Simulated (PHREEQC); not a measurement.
Make-up at 25 °C: 3.9 mmol/kgw PbCl2, 120 mmol/kgw NaNO3 and 6.5 mmol/kgw Na2SO4. It is in equilibrium with CO2 at log p = -2 (atm). Otherwise closed; pH follows from the charge balance.

Equilibrium calculation in PHREEQC: ion-association model, phreeqc.dat.

Precipitation was switched off in this run.

Q: Estimate the pH, density, specific conductance.

A: pH 4.81; density 1.006 g/cm³; specific conductance 13400 µS/cm.

Q: In which forms is Cl present?

A: Cl- 97 %, PbCl+ 2.5 % of the Cl.

Examples of supersaturated solids here: Anglesite. Others may be too.
